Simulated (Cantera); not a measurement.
# NO annealing gas

An isothermal, constant-pressure homogeneous reactor starts with 59.6 % NO, 39.9 % N₂, 0.495 % H₂O, at 1750 K and 518 Torr.

Detailed kinetics in Cantera: GRI-Mech 3.0 (53 species, 325 reactions).

```tsv
t (s)	x NO	x O	x N₂	x NO₂	x O₂	x N₂O
2.00e-6	0.596	6.83e-8	0.399	2.70e-9	1.09e-11	7.15e-8
1.07e-5	0.596	3.02e-7	0.399	6.78e-8	2.77e-10	3.81e-7
5.70e-5	0.596	7.45e-7	0.399	1.12e-6	5.23e-9	2.02e-6
0.000304	0.596	1.04e-6	0.399	8.89e-6	8.70e-8	1.05e-5
0.00162	0.596	2.53e-6	0.399	5.42e-5	3.93e-6	4.73e-5
0.00866	0.595	5.83e-6	0.399	0.000164	0.000161	0.000122
0.0462	0.592	7.21e-6	0.401	0.000209	0.00150	0.000135
0.247	0.578	1.08e-5	0.408	0.000321	0.00862	0.000128
1.32	0.510	2.00e-5	0.442	0.000548	0.0425	9.82e-5
7.02	0.301	3.53e-5	0.546	0.000585	0.147	3.34e-5
37.5	0.0713	4.65e-5	0.661	0.000185	0.262	1.99e-6
200	0.00811	4.91e-5	0.693	2.22e-5	0.294	1.94e-7
```
x: mole fraction; the columns are a selection and need not sum to one.

Equilibrium at this temperature and pressure: NO 0.00391, O 4.93e-5, N₂ 0.695, NO₂ 1.07e-5, O₂ 0.296, N₂O 1.77e-7 (gas phase only).
